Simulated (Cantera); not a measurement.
# Thermodynamics of silicon nitride deposition, feed SiHCl₃ + NH₃ + H₂

Input: 1 mol SiHCl₃, 0.44 mol NH₃, a varied amount of H₂, equilibrated at 1625 K and 6.40 mbar.

These are equilibrium values from Cantera (NASA tables, ideal gas, pure condensed phases), not measurements of a reactor. Candidate condensed phases: NH₄Cl, Si, Si₃N₄; 28 gas species. The tables' values for SiCl₃, SiCl are old estimates; treat these amounts as uncertain. Rates play no part.

| n(H₂) (mol) | x H₂ | x SiCl₂ | x HCl | x N₂ | x SiCl₃ | n Si(s) |
|---|---|---|---|---|---|---|
| 0.13 | 0.277 | 0.315 | 0.313 | 0.0739 | 0.0178 | 0 |
| 0.2 | 0.292 | 0.309 | 0.307 | 0.0722 | 0.0166 | 0 |
| 0.3 | 0.314 | 0.300 | 0.298 | 0.0698 | 0.0152 | 0 |
| 0.44 | 0.342 | 0.288 | 0.287 | 0.0668 | 0.0134 | 0 |
| 0.66 | 0.382 | 0.272 | 0.270 | 0.0626 | 0.0113 | 0 |
| 0.98 | 0.432 | 0.250 | 0.249 | 0.0573 | 0.00903 | 0 |
| 1.5 | 0.498 | 0.222 | 0.221 | 0.0504 | 0.00661 | 0 |
| 2.2 | 0.566 | 0.192 | 0.192 | 0.0434 | 0.00466 | 0 |
| 3.3 | 0.638 | 0.154 | 0.168 | 0.0356 | 0.00307 | 0.0277 |
| 4.9 | 0.703 | 0.114 | 0.151 | 0.0283 | 0.00195 | 0.0964 |
| 7.3 | 0.765 | 0.0795 | 0.132 | 0.0216 | 0.00114 | 0.177 |
| 11 | 0.820 | 0.0519 | 0.110 | 0.0158 | 0.000600 | 0.269 |
| 16 | 0.863 | 0.0335 | 0.0908 | 0.0116 | 0.000311 | 0.360 |
x: gas mole fraction; n: condensed amount in mol.

From 0.13 mol H₂ to 2.2 mol H₂ nothing is condensed. From 3.3 mol H₂ to 16 mol H₂ the condensed part is Si(s). The main Si-bearing gas is SiCl₂ throughout.
